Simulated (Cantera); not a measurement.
Mixture: CH4 : C2H6 : O2 : N2 = 1 : 0.13 : 2.05 : 8.18 (molar parts), equivalence ratio 1.2, at 1.00 bar, adiabatic and at constant pressure. Ignition delay is the time to a rise of 400 K.

Cantera simulation using GRI-Mech 3.0 (53 species, 325 reactions); the numbers are that mechanism's predictions, not measurements.

Q: What does this change do: constant volume in place of constant pressure?

A: 
```json
[
 {"quantity": "delay at 1075 K", "before": "26.3 ms", "after": "25.1 ms"},
 {"quantity": "delay at 1225 K", "before": "3.47 ms", "after": "3.25 ms"},
 {"quantity": "delay at 1375 K", "before": "0.767 ms", "after": "0.703 ms"},
 {"quantity": "delay at 1525 K", "before": "0.203 ms", "after": "0.183 ms"},
 {"quantity": "apparent activation energy between 1450 and 1600 K", "before": "160 kJ/mol", "after": "160 kJ/mol"}
]
```

Q: What does this change do: CH4 1 to 1.9 parts?

A: 
```csv
quantity,before,after
delay at 1075 K,26.3 ms,58.2 ms
delay at 1225 K,3.47 ms,10.0 ms
delay at 1375 K,0.767 ms,1.87 ms
delay at 1525 K,0.203 ms,0.396 ms
apparent activation energy between 1450 and 1600 K,160 kJ/mol,180 kJ/mol
```
